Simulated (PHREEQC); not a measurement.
A solution holds 1.8 mmol/kgw H2SeO4 and 16 mmol/kgw CaCl2, at 23 °C. Closed to the air; pH follows from the charge balance.

Equilibrium calculation in PHREEQC: ion-association model, wateq4f.dat.

```csv
quantity,before,after
pH,2.53,7.00
SI of Portlandite (Ca(OH)2),-20.03,-11.08
```

Question: Name the change that produced these shifts.
(A) 0.00033 mol/kgw KCl added
(B) H2SeO4 replaced by Na2SeO4 at the same molality
(C) CaCl2 from 0.016 to 0.0032 mol/kgw
(D) diluted 10-fold with water
(E) CaCl2 from 0.016 to 0.032 mol/kgw

Answer: B, H2SeO4 replaced by Na2SeO4 at the same molality

No solid was allowed to form.
